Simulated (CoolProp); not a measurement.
The numbers come from the reference Helmholtz-energy equation of state, McLinden 2015 in CoolProp.

Question: For the fluoroketone C6F12O (FK-5-1-12), give the phase and the density (kg/m³), cp (kJ/(kg K)), speed of sound (m/s), expansivity (1/kK) at 431.6 K and 2010 kPa.

Answer: 
- 431.6 K and 2010 kPa: liquid; density 1030, cp 1.47, speed of sound 122, expansivity 10.0
